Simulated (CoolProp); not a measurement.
Vapour-liquid equilibrium of CHF3 (R23) (1) + C2F6 (R116) (2) at 1.53 MPa; x and y are mole fractions of (1).

Values from CoolProp's multi-fluid Helmholtz-energy mixture model, Penoncello 2003 and Lemmon 2006; pair parameters Bell 2016.

| x | bubble temperature, mixture model (°C) | bubble temperature, Raoult's law (°C) | y, mixture model | y, Raoult's law |
|---|---|---|---|---|
| 0.05 | -10.3 | -7.5 | 0.103 | 0.066 |
| 0.2 | (withheld) | -9.3 | 0.319 | 0.252 |
| 0.35 | -20.2 | -10.9 | (withheld) | 0.420 |
| 0.5 | -21.8 | -12.5 | 0.552 | 0.573 |
| 0.65 | -22.2 | -13.9 | 0.643 | 0.713 |
| 0.8 | -21.4 | -15.3 | 0.752 | 0.843 |
| 0.95 | -18.7 | -16.6 | (withheld) | 0.962 |

Q: Some entries are withheld; supply them.

A: 
- 0.2, bubble temperature, mixture model (°C): -16.9
- 0.35, y, mixture model: 0.453
- 0.95, y, mixture model: 0.918

The largest gap from Raoult's law is -9.3 K in bubble temperature, at x = 0.5. y crosses x between x = 0.5 and 0.65: the model has an azeotrope there.

The pair parameters rest on a limited set of measurements; away from them the model extrapolates.
